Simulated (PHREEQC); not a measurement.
Dissolve 0.028 mol/kgw H2SO4 and 0.004 mol/kgw Al2(SO4)3 at 25 °C. Closed to the air; pH follows from the charge balance.

Computed with PHREEQC (ion-association model, phreeqc.dat).

The ionic strength comes out as 0.0619 mol/kgw. What activity coefficients do SO4-2, H+, Al+3, Al(SO4)2-, AlHSO4+2 get?

SO4-2 0.43, H+ 0.85, Al+3 0.22, Al(SO4)2- 0.81, AlHSO4+2 0.43.

Precipitation was switched off in this run.
